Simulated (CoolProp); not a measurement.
Vapour-liquid equilibrium of R125 (1) + cyclopropane (2) at 288 K; x and y are mole fractions of (1).

Values from CoolProp's multi-fluid Helmholtz-energy mixture model, Lemmon 2005 and Polt 1992; pair parameters Bell 2016. This equation is an older, rougher fit; its heat capacities, sound speeds and derivatives of the liquid may be far off and weren't checked against measurements.

| x | bubble pressure, mixture model (MPa) | bubble pressure, Raoult's law (MPa) | y, mixture model | y, Raoult's law |
|---|---|---|---|---|
| 0.05 | 0.6623 | 0.5702 | 0.196 | 0.092 |
| 0.2 | 0.8772 | 0.6452 | 0.441 | 0.324 |
| 0.35 | 0.9826 | 0.7201 | 0.545 | 0.508 |
| 0.5 | 1.043 | 0.7950 | 0.618 | 0.657 |
| 0.65 | 1.079 | 0.8699 | 0.696 | 0.781 |
| 0.8 | 1.091 | 0.9448 | 0.795 | 0.885 |
| 0.95 | 1.065 | 1.020 | 0.938 | 0.973 |

The largest gap from Raoult's law is +36.5 % in bubble pressure, at x = 0.35. y crosses x between x = 0.65 and 0.8: the model has an azeotrope there.

Pair parameters are fitted to limited data, so mixtures are less certain than the pure fluids.
